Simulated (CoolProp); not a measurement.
Vapour-liquid equilibrium of benzene (1) + dimethyl carbonate (2) at 348.7 K; x and y are mole fractions of (1).

The numbers come from the multi-fluid Helmholtz-energy mixture model, Thol 2012 and Zhou 2011; pair parameters Bell 2016 in CoolProp.

```json
[
 {"x": "0.05", "bubble pressure (MPa)": "0.06512", "y at the bubble point": "0.090", "dew pressure at overall composition x (MPa)": "0.06383", "liquid density (mol/L)": "11.00"},
 {"x": "0.15", "bubble pressure (MPa)": "0.07013", "y at the bubble point": "0.238", "dew pressure at overall composition x (MPa)": "0.06711", "liquid density (mol/L)": "10.93"},
 {"x": "0.25", "bubble pressure (MPa)": "0.07430", "y at the bubble point": "0.356", "dew pressure at overall composition x (MPa)": "0.07055", "liquid density (mol/L)": "10.86"},
 {"x": "0.35", "bubble pressure (MPa)": "0.07777", "y at the bubble point": "0.456", "dew pressure at overall composition x (MPa)": "0.07408", "liquid density (mol/L)": "10.80"},
 {"x": "0.45", "bubble pressure (MPa)": "0.08065", "y at the bubble point": "0.544", "dew pressure at overall composition x (MPa)": "0.07757", "liquid density (mol/L)": "10.74"},
 {"x": "0.55", "bubble pressure (MPa)": "0.08302", "y at the bubble point": "0.624", "dew pressure at overall composition x (MPa)": "0.08085", "liquid density (mol/L)": "10.68"},
 {"x": "0.65", "bubble pressure (MPa)": "0.08493", "y at the bubble point": "0.702", "dew pressure at overall composition x (MPa)": "0.08369", "liquid density (mol/L)": "10.63"},
 {"x": "0.75", "bubble pressure (MPa)": "0.08641", "y at the bubble point": "0.780", "dew pressure at overall composition x (MPa)": "0.08589", "liquid density (mol/L)": "10.58"},
 {"x": "0.85", "bubble pressure (MPa)": "0.08743", "y at the bubble point": "0.862", "dew pressure at overall composition x (MPa)": "0.08731", "liquid density (mol/L)": "10.54"},
 {"x": "0.95", "bubble pressure (MPa)": "0.08794", "y at the bubble point": "0.951", "dew pressure at overall composition x (MPa)": "0.08794", "liquid density (mol/L)": "10.50"}
]
```

No azeotrope shows between x = 0.05 and 0.95.

The pair parameters rest on a limited set of measurements; away from them the model extrapolates.
